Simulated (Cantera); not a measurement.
Cantera with NASA thermochemical tables; ideal gases at 1 bar, condensed phases pure. Values are per mole of reaction as written; species without (g) are pure solids or liquids, kept so even where they would boil at 1 bar.

NbO2 = Nb + 2 O(g)

```json
[
 {"T (K)": "2073", "ΔH° (kJ)": "(withheld)", "ΔS° (J/K)": "(withheld)", "ΔG° (kJ)": "(withheld)", "log10 K": "(withheld)", "condensed phases": "NbO2(s), Nb(s)"},
 {"T (K)": "2223", "ΔH° (kJ)": "1179.8", "ΔS° (J/K)": "245.9", "ΔG° (kJ)": "633.2", "log10 K": "-14.88", "condensed phases": "NbO2(l), Nb(s)"},
 {"T (K)": "2373", "ΔH° (kJ)": "1177.3", "ΔS° (J/K)": "244.8", "ΔG° (kJ)": "596.4", "log10 K": "-13.13", "condensed phases": "NbO2(l), Nb(s)"},
 {"T (K)": "2523", "ΔH° (kJ)": "1175.2", "ΔS° (J/K)": "243.9", "ΔG° (kJ)": "559.7", "log10 K": "-11.59", "condensed phases": "NbO2(l), Nb(s)"},
 {"T (K)": "2673", "ΔH° (kJ)": "1173.4", "ΔS° (J/K)": "243.2", "ΔG° (kJ)": "523.2", "log10 K": "-10.22", "condensed phases": "NbO2(l), Nb(s)"},
 {"T (K)": "2823", "ΔH° (kJ)": "1198.1", "ΔS° (J/K)": "252.2", "ΔG° (kJ)": "486.0", "log10 K": "-8.99", "condensed phases": "NbO2(l), Nb(l)"},
 {"T (K)": "2973", "ΔH° (kJ)": "(withheld)", "ΔS° (J/K)": "(withheld)", "ΔG° (kJ)": "(withheld)", "log10 K": "(withheld)", "condensed phases": "NbO2(l), Nb(l)"}
]
```

Complete the blanks.


- 2073, ΔH° (kJ): 1273.4
- 2073, ΔS° (J/K): 288.9
- 2073, ΔG° (kJ): 674.4
- 2073, log10 K: -16.99
- 2973, ΔH° (kJ): 1195.3
- 2973, ΔS° (J/K): 251.3
- 2973, ΔG° (kJ): 448.3
- 2973, log10 K: -7.88
